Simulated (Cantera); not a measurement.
An isothermal, constant-pressure homogeneous reactor starts with NO : N2 = 1 : 7.3 (molar parts), at 1550 K and 1.20 bar.

Computed with Cantera and GRI-Mech 3.0 (53 species, 325 reactions).

Predict: x(NO) at 80.0 s; x(NO2) at 80.0 s; x(N2O) at 80.0 s; x(O) at 80.0 s; x(N2) at 80.0 s; x(O2) at 80.0 s.


| Item | Result |
|---|---|
| x(NO) at 80.0 s | 0.0853 (gas-phase equilibrium 0.000907) |
| x(NO2) at 80.0 s | 0.000126 (gas-phase equilibrium 2.44e-6) |
| x(N2O) at 80.0 s | 2.61e-6 (gas-phase equilibrium 6.56e-8) |
| x(O) at 80.0 s | 9.68e-7 (gas-phase equilibrium 1.76e-6) |
| x(N2) at 80.0 s | 0.897 (gas-phase equilibrium 0.939) |
| x(O2) at 80.0 s | 0.0175 (gas-phase equilibrium 0.0598) |
